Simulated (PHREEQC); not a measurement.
## Acid rinse or clean: speciation

Consider water at 25 °C with 0.11 mol HBr and 0.0038 mol KCl per kg of water. Closed to the air; pH follows from the charge balance.

Computed with PHREEQC (ion-association model, phreeqc.dat).

```yaml
pH: 1.04
ionic_strength: 0.114 mol/kgw
specific_conductance: 39100 µS/cm
density: 1.003 g/cm³
total_alkalinity: -110 meq/kg
```

```
species  molality  activity   log γ
-------  --------  --------  ------
H+          0.110    0.0902  -0.086
Br-         0.110    0.0817  -0.129
Cl-       0.00380   0.00288  -0.121
K+        0.00380   0.00287  -0.122
```

Precipitation was switched off in this run. Species that the database lacks are ignored.
